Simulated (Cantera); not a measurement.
Input (Python, Cantera) and output of one run.

```python
import numpy as np
import cantera as ct

gas_names = [...]  # 136 gases of nasa_gas.yaml made of C, H, N, O
cond_names = """
    C(gr) C6H6(L) C7H8(L) C8H18(L),n-octa H2O(s) H2O(L)
""".split()


# ... load() reads the species with a 1 bar reference pressure and builds the phases ...
atoms = {
    'toluene': {'C': 7, 'H': 8},
    'O2': {'O': 2},
    'N2': {'N': 2},
}
top_T = {'C(gr)': 4500}  # K; cautious upper limits of use, not melting points


# ... equilibrate(T, P, feed) seeds the gas with the atoms and calls Mixture.equilibrate('TP', solver="vcs", rtol=1e-11, max_steps=5000) ...
results = []
feed = {'toluene': 1, 'O2': 0.011, 'N2': 0.38}  # mol
T = 1123.15  # K
P = 220  # Pa
mix = equilibrate(T, P, feed)
results.append((T, P, feed, dict(zip(mix.species_names, mix.species_moles))))
print(gas.report(threshold=1e-06))
for i in range(1, mix.n_phases):
    print(f"{mix.phase(i).name:16s} {mix.phase_moles(i):12.5e} mol")
```

Result:

```
       temperature   1123.2 K
          pressure   220 Pa
           density   0.00010345 kg/m^3
  mean mol. weight   4.3911 kg/kmol
   phase of matter   gas

                          1 kg             1 kmol
                     ---------------   ---------------
          enthalpy         5.462e+06        2.3984e+07  J
   internal energy        3.3353e+06        1.4646e+07  J
           entropy             52169        2.2908e+05  J/K
    Gibbs function       -5.3131e+07       -2.3331e+08  J
 heat capacity c_p            7054.9             30979  J/K
 heat capacity c_v            5161.5             22665  J/K

                      mass frac. Y      mole frac. X     chem. pot. / RT
                     ---------------   ---------------   ---------------
               CH4        0.00019451         5.324e-05           -49.729
                CO          0.031877         0.0049973           -49.167
               HCN        5.1688e-05        8.3982e-06           -30.573
                H2           0.41715           0.90861           -24.017
                N2           0.55072          0.086325           -33.739
     [ +131 minor]        3.8451e-06        1.7369e-06

C(gr)             6.97773e+00 mol
```

Method: chemical equilibrium by Gibbs-energy minimisation in Cantera with the NASA 1993 tables (ideal gas, pure condensed phases).
